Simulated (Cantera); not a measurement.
**Gas-phase reforming**

A perfectly stirred reactor is fed with CH4 : CO2 : H2 = 1 : 0.3 : 0.074 (molar parts), at 0.839 atm; it is held at 1975 K, and followed from long to short residence time.

Detailed kinetics in Cantera: GRI-Mech 3.0 (53 species, 325 reactions). GRI-Mech 3.0 stops at C3 and has no aromatics, soot or wall deposition, so with more carbon than oxygen in the feed, carbon stays in small species such as C2H2 where larger ones or solid carbon would form.

| τ (s) | x CH4 | x CO2 | x H2 | x H2O2 | x H2O |
|---|---|---|---|---|---|
| 1.3 | 0.00589 | 0.000246 | 0.636 | <1e-12 | 0.00233 |
| 0.69 | 0.00763 | 0.000453 | 0.633 | <1e-12 | 0.00426 |
| 0.37 | 0.0100 | 0.000813 | 0.628 | <1e-12 | 0.00755 |
| 0.20 | 0.0133 | 0.00142 | 0.621 | <1e-12 | 0.0129 |
| 0.11 | 0.0175 | 0.00236 | 0.611 | <1e-12 | 0.0207 |
| 0.059 | 0.0233 | 0.00388 | 0.596 | <1e-12 | 0.0320 |
| 0.032 | 0.0310 | 0.00615 | 0.578 | 1.36e-12 | 0.0458 |
| 0.017 | 0.0418 | 0.00978 | 0.556 | 2.43e-12 | 0.0611 |
| 0.0093 | 0.0559 | 0.0154 | 0.533 | 3.57e-12 | 0.0740 |
| 0.0050 | 0.0761 | 0.0248 | 0.510 | 4.42e-12 | 0.0821 |
| 0.0027 | 0.104 | 0.0400 | 0.487 | 4.48e-12 | 0.0818 |
x: mole fraction; the columns are a selection and need not sum to one.
